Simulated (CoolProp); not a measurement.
Carbon monoxide along the isobar 9.43 bar: density (kg/m³) from the reference equation and from simpler models built on Tc = 132.9 K, pc = 34.98 bar, ω = 0.050; each cubic takes its own stable root.

Model: reference Helmholtz-energy equation of state, Lemmon 2006, in CoolProp. It is a short technical equation, of lower accuracy than the large ones.

| T (K) | phase | reference |
|---|---|---|
| 77.8 | liquid | 811.7 |
| 95.1 | liquid | 732.9 |
| 112.4 | gas | 34.07 |
| 129.8 | gas | 27.31 |
| 147.1 | gas | 23.20 |
| 164.4 | gas | 20.30 |
| 181.7 | gas | 18.10 |
| 199 | gas | 16.37 |
| 216.3 | gas | 14.96 |
| 233.6 | gas | 13.78 |
| 251 | gas | 12.78 |
| 268.3 | gas | 11.92 |
| 285.6 | gas | 11.17 |
| 302.9 | gas | 10.52 |
| 320.2 | gas | 9.934 |

**Question.** How far does each simpler model (Redlich-Kwong, Peng-Robinson) lie from the reference over these 15 states: mean and median of the absolute difference, and the worst?

**Answer.** 
- Redlich-Kwong: mean 0.2 %, median 0.2 %, worst -1.1 % at 95.1 K and 9.43 bar
- Peng-Robinson: mean 2.2 %, median 0.5 %, worst +12.7 % at 77.8 K and 9.43 bar
